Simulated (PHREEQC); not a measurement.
# Acid mine or pickling water

Synthetic water in mg/L, 20 °C, pH 4.14, pe 13:

```tsv
constituent	mg/L
Na	2380
K	408
Ca	21
Mg	263
Cl	1650
S(6) as SO4	4370
B	0.675
```

Cl is adjusted to close the charge balance.
Valence states are taken as typed.

Equilibrium calculation in PHREEQC: ion-association model, phreeqc.dat.

Precipitation was switched off in this run.

### Question
Estimate the ionic strength.

### Answer
ionic strength 0.163 mol/kgw.

### Question
In which forms is Mg present?

### Answer
Mg+2 56 %, MgSO4 44 % of the Mg.

Complexes and solids missing from the database can't appear.
